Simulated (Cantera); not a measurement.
Fe₂O₃ + CH₄ + N₂ (carbothermic reduction)

A closed system holds: 1 mol Fe₂O₃, a varied amount of CH₄, 0.72 mol N₂, held at 96.0 mbar.

These are equilibrium values from Cantera (NASA tables, ideal gas, pure condensed phases), not measurements of a reactor. Candidate condensed phases: C, C₆H₆, C₇H₈, C₈H₁₈, Fe, Fe(CO)₅, FeO, Fe(OH)₂, Fe(OH)₃, Fe₂O₃, Fe₃O₄, H₂O; 140 gas species. Each liquid is taken as pure. Iron dissolves carbon and melts from about 1420 K in contact with it, which pure phases cannot show. Mutual solubility and eutectic melting of coexisting phases are not modelled. The tables' stoichiometric FeO is somewhat more stable than real wüstite, so its field is too wide. FeO: taken at fixed stoichiometry. Condensed phases not in the tables: cementite and carbon dissolved in iron. Equilibrium is a limit: real reactors are often held back by kinetics, nucleation or transport.

Stable condensed phases:

```
T in K \ n(CH₄) in mol
         0.66  1.2  1.7  2.3  2.8  3.3  3.9  4.4  4.9
   2448     A    A    B    C    C    D    D    D    D
   2398     A    B    B    E    E    F    D    D    D
   2348     A    B    B    E    E    F    F    F    F
   2298     A    B    B    E    E    F    F    F    F
   2248     B    B    B    E    E    F    F    F    F
   2198     B    B    B    E    E    F    F    F    F
   2148     B    B    B    E    E    F    F    F    F
   2098     B    B    B    E    E    F    F    F    F
   2048     B    B    B    E    E    F    F    F    F
```

A: FeO; B: Fe + FeO; C: gas only; D: C; E: Fe; F: C + Fe.
